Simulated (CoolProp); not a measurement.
Vapour-liquid equilibrium of sulfur hexafluoride (1) + n-pentane (2) at 289.5 K; x and y are mole fractions of (1).

The numbers come from the multi-fluid Helmholtz-energy mixture model, Guder 2009 and Thol 2019; pair parameters Bell 2016 in CoolProp.

Problem. Give the bubble pressure and the first vapour's composition at x = 0.15, 0.45, 0.75. Is there an azeotrope?

Solution. x = 0.15: 916.1 kPa, y = 0.938; x = 0.45: 1505 kPa, y = 0.958; x = 0.75: 1581 kPa, y = 0.962. No azeotrope shows between x = 0.05 and 0.95.

The pair parameters rest on a limited set of measurements; away from them the model extrapolates. With so large a gap from Raoult's law the liquid may split in two, which this calculation doesn't test in full.
